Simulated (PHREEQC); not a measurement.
**Acid mine or pickling water**

A made-up water analysis in mg/L, 70 °C, pH 2.77, pe 9.3: Na 49.8; K 99; Ca 274; Mg 226; Cl 114; S(6) as SO4 1920; Pb 9.68; Cu(2) 0.312.

Valence states are taken as typed.

All values are PHREEQC results (ion-association model, phreeqc.dat), not measurements.

No solid was allowed to form.

Q: Predict the ionic strength, specific conductance, charge-balance error.

A: ionic strength 0.0429 mol/kgw; specific conductance 6800 µS/cm; charge-balance error -2.8 %.

Q: In which forms is Pb present?

A: PbSO4 47 %, Pb+2 44 %, PbCl+ 6.5 %, Pb(SO4)2-2 2.4 % of the Pb.

Saturation is exceeded, for instance for Anglesite; the values hold only as long as no solid forms. Away from 25 °C the constants follow the database's enthalpies or fits; those with neither stay at their 25 °C values.
